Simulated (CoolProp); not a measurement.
A single-stage vapour-compression cycle with R236FA: evaporating at 322.15 K (dew point), condensing at 366.15 K (bubble point), superheat 10 K, subcooling 2 K, compressor efficiency 0.7, no pressure losses. Each further row changes one setting.

The numbers come from the reference Helmholtz-energy equation of state, Pan 2012 in CoolProp.

```json
[
 {"case": "as stated", "cooling COP": "3.57", "pressure ratio": "2.94", "discharge temperature (K)": "373.4", "refrigerating effect (kJ/kg)": "82.1", "volumetric capacity (kJ/m³)": "2960"},
 {"case": "evaporating temperature 327.15 K", "cooling COP": "4.26", "pressure ratio": "2.56", "discharge temperature (K)": "373.7", "refrigerating effect (kJ/kg)": "85.4", "volumetric capacity (kJ/m³)": "3540"},
 {"case": "condensing temperature 361.15 K", "cooling COP": "4.29", "pressure ratio": "2.64", "discharge temperature (K)": "368.6", "refrigerating effect (kJ/kg)": "89.5", "volumetric capacity (kJ/m³)": "3230"},
 {"case": "subcooling 7 K", "cooling COP": "3.90", "pressure ratio": "2.94", "discharge temperature (K)": "373.4", "refrigerating effect (kJ/kg)": "89.7", "volumetric capacity (kJ/m³)": "3230"},
 {"case": "superheat 20 K", "cooling COP": "3.76", "pressure ratio": "2.94", "discharge temperature (K)": "382.4", "refrigerating effect (kJ/kg)": "91.8", "volumetric capacity (kJ/m³)": "3160"},
 {"case": "compressor efficiency 0.6", "cooling COP": "3.06", "pressure ratio": "2.94", "discharge temperature (K)": "376.4", "refrigerating effect (kJ/kg)": "82.1", "volumetric capacity (kJ/m³)": "2960"}
]
```
